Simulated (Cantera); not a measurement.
# Adiabatic ignition

An adiabatic, constant-volume homogeneous reactor starts with 1.99 % CH₄, 1.17 % H₂, 13.4 % O₂, 79.1 % N₂, 4.37 % CO₂, equivalence ratio 0.34, at 1450 K and 760 Torr.

Detailed kinetics in Cantera: GRI-Mech 3.0 (53 species, 325 reactions).

```csv
t (s),T (K),P (bar),x CH₄,x H₂,x O₂,x NO₂,x O,x H₂O,x C₂H₆
1.00e-6,1450,1.01,0.0199,0.0117,0.134,<1e-12,1.40e-9,5.75e-10,<1e-12
3.14e-6,1450,1.01,0.0199,0.0117,0.134,<1e-12,6.37e-9,1.03e-8,<1e-12
9.85e-6,1450,1.01,0.0199,0.0117,0.134,<1e-12,1.76e-8,1.14e-7,2.63e-12
3.09e-5,1450,1.01,0.0199,0.0117,0.134,<1e-12,5.09e-8,1.00e-6,2.74e-10
9.70e-5,1450,1.01,0.0198,0.0117,0.134,<1e-12,5.28e-7,1.94e-5,1.00e-7
0.000305,1785,1.26,0.000307,0.00483,0.0966,1.82e-10,0.00467,0.0416,2.77e-8
0.000956,2051,1.43,<1e-12,0.000235,0.0886,2.73e-8,0.000959,0.0500,<1e-12
0.00300,2075,1.44,<1e-12,7.45e-5,0.0887,4.55e-8,0.000303,0.0508,<1e-12
0.00942,2075,1.44,<1e-12,7.15e-5,0.0886,8.54e-8,0.000291,0.0509,<1e-12
0.0296,2075,1.44,<1e-12,7.14e-5,0.0886,2.10e-7,0.000291,0.0509,<1e-12
0.0928,2074,1.44,<1e-12,7.11e-5,0.0884,5.91e-7,0.000289,0.0509,<1e-12
0.291,2072,1.44,<1e-12,7.00e-5,0.0880,1.69e-6,0.000283,0.0509,<1e-12
0.914,2066,1.44,<1e-12,6.78e-5,0.0870,4.14e-6,0.000270,0.0509,<1e-12
2.87,2060,1.43,<1e-12,6.56e-5,0.0859,6.56e-6,0.000258,0.0509,<1e-12
9.00,2060,1.43,<1e-12,6.53e-5,0.0858,6.90e-6,0.000257,0.0509,<1e-12
```
x: mole fraction; the columns are a selection and need not sum to one.

The time of steepest temperature rise is 0.300 ms and the temperature at 9.00 s comes out as 2060 K. The equilibrium temperature is 2060 K and the x(CH₄) at 9.00 s is <1e-12 (gas-phase equilibrium <1e-12). The x(H₂) at 9.00 s is 6.53e-5 (gas-phase equilibrium 6.53e-5) and the x(O₂) at 9.00 s comes out as 0.0858 (gas-phase equilibrium 0.0858).
